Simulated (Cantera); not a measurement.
Ammonia decomposition in nitride growth gas

An isothermal, constant-pressure homogeneous reactor starts with 5.88 % NH3, 94.1 % N2, at 2150 K and 1.00 bar.

Detailed kinetics in Cantera: the gas-phase N/H chemistry of the illustrative SiF4/NH3 mechanism in the Surface Chemkin manual (1991). Walls and surfaces, which speed up NH3 decomposition in real reactors, are not modelled.

| t (s) | x NH3 | x H2 | x N2H4 | x N2 | x N2H2 |
|---|---|---|---|---|---|
| 0.000200 | 0.0576 | 0.00111 | 5.84e-8 | 0.941 | 5.93e-7 |
| 0.000386 | 0.0564 | 0.00276 | 5.55e-8 | 0.940 | 6.50e-7 |
| 0.000746 | 0.0543 | 0.00590 | 4.28e-8 | 0.939 | 6.01e-7 |
| 0.00144 | 0.0504 | 0.0115 | 3.07e-8 | 0.938 | 5.30e-7 |
| 0.00278 | 0.0436 | 0.0211 | 2.04e-8 | 0.935 | 4.33e-7 |
| 0.00537 | 0.0332 | 0.0360 | 1.19e-8 | 0.930 | 3.09e-7 |
| 0.0104 | 0.0199 | 0.0549 | 5.27e-9 | 0.925 | 1.70e-7 |
| 0.0200 | 0.00768 | 0.0722 | 1.31e-9 | 0.920 | 5.72e-8 |
| 0.0386 | 0.00132 | 0.0811 | 1.06e-10 | 0.917 | 7.62e-9 |
| 0.0746 | 7.68e-5 | 0.0826 | 1.35e-12 | 0.916 | 1.81e-10 |
| 0.144 | 1.14e-5 | 0.0827 | <1e-12 | 0.916 | 6.56e-12 |
| 0.278 | 4.05e-6 | 0.0827 | <1e-12 | 0.916 | 1.30e-12 |
| 0.537 | 1.82e-6 | 0.0827 | <1e-12 | 0.916 | <1e-12 |
| 1.04 | 9.14e-7 | 0.0827 | <1e-12 | 0.916 | <1e-12 |
| 2.00 | 5.29e-7 | 0.0827 | <1e-12 | 0.916 | <1e-12 |
x: mole fraction; the columns are a selection and need not sum to one.

Equilibrium at this temperature and pressure: NH3 3.62e-7, H2 0.0827, N2H4 <1e-12, N2 0.916, N2H2 <1e-12 (gas phase only).
